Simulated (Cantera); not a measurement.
Charge: 1 mol SiH2Cl2, 11 mol NH3, 38 mol N2, at 1700 °C and 13300 Pa.

These are equilibrium values from Cantera (NASA tables, ideal gas, pure condensed phases), not measurements of a reactor. Candidate condensed phases: NH4Cl, Si, Si3N4; 28 gas species. The tables' values for SiCl, SiN, SiCl3 are old estimates; treat these amounts as uncertain. Gases not in the tables: Si2H6 and higher silanes. Equilibrium is a limit: real reactors are often held back by kinetics, nucleation or transport.

Base state: N2 0.701, H2 0.270, HCl 0.0226, SiCl2 0.00467, H 0.00192, Si 0.000237, SiCl 0.000128, Cl 0.000120 (mole fractions); condensed: Si(l).

Problem. What changes in the equilibrium state with this change: NH3 from 11 to 26 mol?

Solution. 
```tsv
species	before	after
N2	0.701	0.553
H2	0.270	0.424
HCl	0.0226	0.0178
SiCl2	0.00467	0.00185
SiCl3	1.87e-5	4.69e-6
SiCl	0.000128	8.03e-5
Cl	0.000120	7.57e-5
SiH2	2.45e-5	3.86e-5
Si(l), mol	0.678	0.786
```
The tables' values for SiCl, SiN are old estimates; treat these amounts as uncertain.

Problem. What changes in the equilibrium state with this change: pressure from 13300 Pa to 100000 Pa?

Solution. 
| species | before | after |
|---|---|---|
| N2 | 0.701 | 0.699 |
| H2 | 0.270 | 0.270 |
| HCl | 0.0226 | 0.0281 |
| SiCl2 | 0.00467 | 0.00216 |
| Si2N | 2.71e-5 | 8.92e-7 |
| Si | 0.000237 | 9.50e-6 |
| SiN | 2.01e-5 | 2.20e-6 |
| SiH | 3.25e-5 | 3.57e-6 |
| Si(l), mol | 0.678 | 0 |
| Si3N4(s), mol | 0 | 0.288 |
The tables' values for SiCl3, SiCl are old estimates; treat these amounts as uncertain.
